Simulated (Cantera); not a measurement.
Input: 1 mol SiH₂Cl₂, 0.0073 mol Cl₂, 5 mol N₂, at 1025 °C and 100000 Pa.

Equilibrium computed with Cantera from the NASA thermochemical tables; the gas is ideal and each condensed phase is pure. Candidate condensed phases: NH₄Cl, Si, Si₃N₄; 28 gas species. N₂ is the only nitrogen source here; it is nearly inert below about 1500 K, so the nitride shown seldom forms there in practice. The tables' values for SiCl₃ are old estimates; treat these amounts as uncertain. Kinetics and transport are ignored.

Base state: N₂ 0.715, HCl 0.180, H₂ 0.0690, SiCl₄ 0.0342, SiCl₃ 0.000738, SiHCl₃ 0.000590, SiCl₂ 9.52e-5 (mole fractions); condensed: Si₃N₄(s).

Q: What changes in the equilibrium state with this change: temperature from 1025 °C to 1327 °C?

A: 
```csv
species,before,after
N₂,0.715,0.711
HCl,0.180,0.181
H₂,0.0690,0.0665
SiCl₄,0.0342,0.0216
SiCl₂,9.52e-5,0.00955
SiCl₃,0.000738,0.00915
H,2.81e-7,1.40e-5
Cl,6.21e-7,3.02e-5
SiH₂Cl₂,1.44e-6,1.01e-5
SiHCl₃,0.000590,0.00115
"Si₃N₄(s), mol",0.259,0.246
```
